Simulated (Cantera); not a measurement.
Equilibrium for silicon nitride deposition: SiCl₄ + N₂ + H₂

A closed system holds: 1 mol SiCl₄, 21 mol N₂, 31 mol H₂, equilibrated at 0.000120 bar.

Cantera equilibrium calculation (NASA polynomials, part measured and part estimated; ideal gas, pure solids and liquids). Candidate condensed phases: NH₄Cl, Si, Si₃N₄; 28 gas species. N₂ is the only nitrogen source here; it is nearly inert below about 1500 K, so the nitride shown seldom forms there in practice. The tables' values for SiCl, SiN, SiCl₃ are old estimates; treat these amounts as uncertain. Rates play no part.

| T (K) | x H₂ | x N₂ | x H | x HCl | x Cl | x Si | x SiCl₂ | n Si₃N₄(s) | n Si(s) |
|---|---|---|---|---|---|---|---|---|---|
| 948 | 0.544 | 0.381 | 3.53e-8 | 0.0750 | 4.64e-9 | <1e-12 | 1.53e-7 | 0.333 | 0 |
| 1048 | 0.544 | 0.381 | 5.20e-7 | 0.0750 | 6.55e-8 | <1e-12 | 3.81e-6 | 0.333 | 0 |
| 1148 | 0.544 | 0.381 | 4.82e-6 | 0.0749 | 5.85e-7 | 3.60e-12 | 5.36e-5 | 0.332 | 0 |
| 1248 | 0.544 | 0.381 | 3.14e-5 | 0.0740 | 3.66e-6 | 1.22e-9 | 0.000478 | 0.325 | 0 |
| 1348 | 0.545 | 0.382 | 0.000156 | 0.0693 | 1.65e-5 | 1.73e-7 | 0.00273 | 0.284 | 0 |
| 1448 | 0.549 | 0.385 | 0.000623 | 0.0565 | 5.22e-5 | 1.22e-5 | 0.00896 | 0.172 | 0 |
| 1548 | 0.549 | 0.388 | 0.00208 | 0.0469 | 0.000142 | 0.000265 | 0.0134 | 0 | 0.256 |
| 1648 | 0.545 | 0.387 | 0.00600 | 0.0457 | 0.000395 | 0.00215 | 0.0136 | 0 | 0.120 |
| 1748 | 0.532 | 0.383 | 0.0152 | 0.0512 | 0.00113 | 0.00737 | 0.00996 | 0 | 0 |
| 1848 | 0.509 | 0.377 | 0.0345 | 0.0587 | 0.00303 | 0.0124 | 0.00463 | 0 | 0 |
| 1948 | 0.477 | 0.368 | 0.0713 | 0.0598 | 0.00669 | 0.0153 | 0.00151 | 0 | 0 |
| 2048 | 0.429 | 0.354 | 0.134 | 0.0539 | 0.0125 | 0.0160 | 0.000390 | 0 | 0 |
| 2148 | 0.358 | 0.335 | 0.228 | 0.0432 | 0.0201 | 0.0156 | 9.02e-5 | 0 | 0 |
x: gas mole fraction; n: condensed amount in mol.

From 948 K to 1448 K the condensed part is Si₃N₄(s). From 1548 K to 1648 K the condensed part is Si(s). From 1748 K to 2148 K nothing is condensed. The main Si-bearing gas is SiCl₄ at 948 K and Si at 2148 K.
